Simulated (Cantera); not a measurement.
Mixture: 5.58 % CH₄, 1.34 % C₂H₆, 12.2 % O₂, 64.7 % N₂, 16.2 % H₂O, equivalence ratio 1.3, at 1.00 bar, adiabatic and at constant volume. Ignition delay is the time to a rise of 400 K.

Detailed kinetics in Cantera: GRI-Mech 3.0 (53 species, 325 reactions).

Q: Predict: delay at 1125 K; delay at 1275 K; delay at 1425 K; delay at 1575 K; delay at 1725 K; apparent activation energy between 1650 and 1800 K.

A: 
```json
{
  "delay at 1125 K": "9.99 ms",
  "delay at 1275 K": "1.57 ms",
  "delay at 1425 K": "0.452 ms",
  "delay at 1575 K": "0.139 ms",
  "delay at 1725 K": "51.1 µs",
  "apparent activation energy between 1650 and 1800 K": "150 kJ/mol"
}
```
